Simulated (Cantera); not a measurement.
A closed system holds: 1 mol CH3F, 1.1 mol H2, equilibrated at 0.210 bar.

Method: chemical equilibrium by Gibbs-energy minimisation in Cantera with the NASA 1993 tables (ideal gas, pure condensed phases). Candidate condensed phases: C, C6H6, C7H8, C8H18; 95 gas species. Equilibrium is a limit: real reactors are often held back by kinetics, nucleation or transport.

Q: At 1525 K, list the 4 most abundant gas species with their mole fractions, and the condensed phases.

A: H2 0.677, HF 0.323, CH4 0.000220, H 4.25e-5. Condensed: C(graphite).
